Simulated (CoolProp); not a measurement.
Model: reference Helmholtz-energy equation of state, Thol 2014, in CoolProp.

Question: Give the vapour pressure (kPa), vapour density (kg/m³), enthalpy of vaporisation (kJ/kg), liquid cp (kJ/(kg K)) of saturated diethyl ether at 334.8, 403.3 K.

Answer: 
```
T (K)  p (kPa)  vapour density (kg/m³)  enthalpy of vaporisation (kJ/kg)  liquid cp (kJ/(kg K))
-----  -------  ----------------------  --------------------------------  ---------------------
334.8      243                    7.06                               333                   2.47
403.3     1230                    36.3                               249                   2.88
```
